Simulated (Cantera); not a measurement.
An isothermal, constant-pressure homogeneous reactor starts with 23.3 % C₂H₄, 76.7 % H₂, at 1775 K and 100.0 Torr.

Cantera simulation using GRI-Mech 3.0 (53 species, 325 reactions); the numbers are that mechanism's predictions, not measurements. GRI-Mech 3.0 was tuned for natural gas; its chemistry of ethylene as a main component is partial and can be far from experiment. GRI-Mech 3.0 stops at C3 and has no aromatics, soot or wall deposition, so with more carbon than oxygen in the feed, carbon stays in small species such as C2H2 where larger ones or solid carbon would form.

x: mole fraction; the columns are a selection and need not sum to one.

```csv
t (s),x C₂H₄,x H₂,x CH₂,x H,x C₂H₆,x CH₄
1.00e-6,0.232,0.767,5.65e-12,(withheld),2.51e-10,1.78e-12
4.92e-6,0.232,0.767,1.12e-10,(withheld),4.09e-9,1.02e-10
2.42e-5,0.231,0.768,1.40e-9,(withheld),4.34e-8,9.44e-9
0.000119,0.225,0.769,8.74e-9,(withheld),4.68e-7,5.76e-7
0.000585,0.188,0.776,2.89e-8,(withheld),2.57e-6,2.12e-5
0.00288,0.0634,0.799,1.51e-8,(withheld),1.42e-6,0.000150
0.0141,0.000569,0.810,4.14e-9,(withheld),3.50e-8,0.000250
0.0695,0.000561,0.810,8.52e-9,0.000721,3.66e-8,0.000435
0.342,0.000560,0.810,2.32e-8,0.000721,4.57e-8,0.00128
1.68,0.000559,0.809,4.96e-8,0.000718,8.54e-8,0.00282
8.27,0.000559,0.809,5.12e-8,0.000718,8.90e-8,0.00292
40.7,0.000559,0.809,5.12e-8,0.000718,8.90e-8,0.00292
200,0.000559,0.809,5.12e-8,0.000718,8.90e-8,0.00292
```

Problem. Complete the blanks.

Solution. 
- 1.00e-6, x H: 1.63e-7
- 4.92e-6, x H: 7.77e-7
- 2.42e-5, x H: 3.81e-6
- 0.000119, x H: 1.86e-5
- 0.000585, x H: 7.03e-5
- 0.00288, x H: 0.000111
- 0.0141, x H: 0.000631
